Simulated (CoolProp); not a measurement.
A simple Rankine cycle with cyclopentane: condensing at 305.15 K, boiler at 0.405 MPa, turbine inlet 377 K, turbine efficiency 0.85, pump efficiency 0.6, no recuperator. Each further row changes one setting.

Model: reference Helmholtz-energy equation of state, Gedanitz 2015, in CoolProp.

```json
[
 {"case": "as stated", "thermal efficiency (%)": "13.3", "net work (kJ/kg)": "65.3", "heat in (kJ/kg)": "491", "turbine exit temperature (K)": "324.1", "volume ratio over the turbine": "6.78"},
 {"case": "turbine inlet 397 K", "thermal efficiency (%)": "13.3", "net work (kJ/kg)": "69.8", "heat in (kJ/kg)": "526", "turbine exit temperature (K)": "345.5", "volume ratio over the turbine": "6.78"},
 {"case": "condensing temperature 297.15 K", "thermal efficiency (%)": "14.8", "net work (kJ/kg)": "74.7", "heat in (kJ/kg)": "506", "turbine exit temperature (K)": "316.4", "volume ratio over the turbine": "9.04"},
 {"case": "boiler pressure 0.283 MPa", "thermal efficiency (%)": "11.2", "net work (kJ/kg)": "55.3", "heat in (kJ/kg)": "496", "turbine exit temperature (K)": "334.7", "volume ratio over the turbine": "4.75"},
 {"case": "turbine efficiency 0.75", "thermal efficiency (%)": "11.7", "net work (kJ/kg)": "57.5", "heat in (kJ/kg)": "491", "turbine exit temperature (K)": "329.9", "volume ratio over the turbine": "6.91"}
]
```
